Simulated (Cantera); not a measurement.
A Cantera script and its output.

```python
import numpy as np
import cantera as ct

gas = ct.Solution("gri30.yaml")
gas.TPX = 1198, 1333, {'N2O': 1, 'O2': 16}
inlet = ct.Reservoir(gas, clone=True)

reactor = ct.IdealGasConstPressureReactor(gas, energy="off", clone=False)
exhaust = ct.Reservoir(gas, clone=True)
tau = [26, 9.4, 3.5, 1.3, 0.47, 0.17, 0.063, 0.023, 0.0085, 0.0031][0]
for a, b in ((inlet, reactor), (reactor, exhaust)):
    ct.MassFlowController(a, b, mdot=lambda t: reactor.mass / tau)
net = ct.ReactorNet([reactor])
show = ['N2O', 'O2', 'NO2', 'O', 'NO', 'N2']

rows = []
print(f"{'tau/s':>10s}{'T/K':>9s}" + "".join(f"{s:>11s}" for s in show))
for tau in [26, 9.4, 3.5, 1.3, 0.47, 0.17, 0.063, 0.023, 0.0085, 0.0031]:
    net.initial_time = 0.0
    net.advance(30 * tau)
    before = gas.X
    net.advance(40 * tau)
    drift = np.max(np.abs(gas.X - before) / (gas.X + 1e-9))
    rows.append([gas.T, *gas[show].X, drift])
    print(f"{tau:10.3e}{gas.T:9.1f}" + "".join(f"{x:11.3e}" for x in gas[show].X))
```

Output:

```
     tau/s      T/K        N2O         O2        NO2          O         NO         N2
 2.600e+01   1198.0  4.854e-02  9.409e-01  6.242e-07  1.772e-06  1.038e-03  9.468e-03
 9.400e+00   1198.0  5.464e-02  9.411e-01  2.389e-07  1.773e-06  4.227e-04  3.854e-03
 3.500e+00   1198.0  5.719e-02  9.411e-01  8.036e-08  1.772e-06  1.646e-04  1.501e-03
 1.300e+00   1198.0  5.821e-02  9.412e-01  2.215e-08  1.765e-06  6.200e-05  5.666e-04
 4.700e-01   1198.0  5.860e-02  9.412e-01  4.545e-09  1.747e-06  2.234e-05  2.052e-04
 1.700e-01   1198.0  5.874e-02  9.412e-01  7.282e-10  1.699e-06  7.879e-06  7.346e-05
 6.300e-02   1198.0  5.879e-02  9.412e-01  1.014e-10  1.584e-06  2.724e-06  2.639e-05
 2.300e-02   1198.0  5.881e-02  9.412e-01  1.141e-11  1.334e-06  8.377e-07  8.962e-06
 8.500e-03   1198.0  5.882e-02  9.412e-01  1.046e-12  9.362e-07  2.173e-07  2.915e-06
 3.100e-03   1198.0  5.882e-02  9.412e-01  7.162e-14  5.134e-07  4.347e-08  9.093e-07
```

Model: GRI-Mech 3.0 (53 species, 325 reactions), integrated in Cantera. GRI-Mech 3.0 was tuned for natural gas; its chemistry of N2O as a main component is partial and can be far from experiment. Radical loss at walls, strong at low pressure, is not modelled. The mechanism lacks 2 NO + O2 → 2 NO2 and HONO, so NO2 and the effect of NO are under-described below about 1400 K.
